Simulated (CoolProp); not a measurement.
Computed with CoolProp (reference Helmholtz-energy equation of state, Span 2000).

Question: Give the vapour pressure (kPa), liquid density (kg/m³), vapour density (kg/m³), surface tension (mN/m) of saturated nitrogen at 119.3, 123.1 K.

Answer: 
| T (K) | p (kPa) | liquid density (kg/m³) | vapour density (kg/m³) | surface tension (mN/m) |
|---|---|---|---|---|
| 119.3 | 2420 | 532 | 119 | 0.774 |
| 123.1 | 2930 | 474 | 164 | 0.285 |

Surface tension comes from a separate correlation (Mulero 2012).
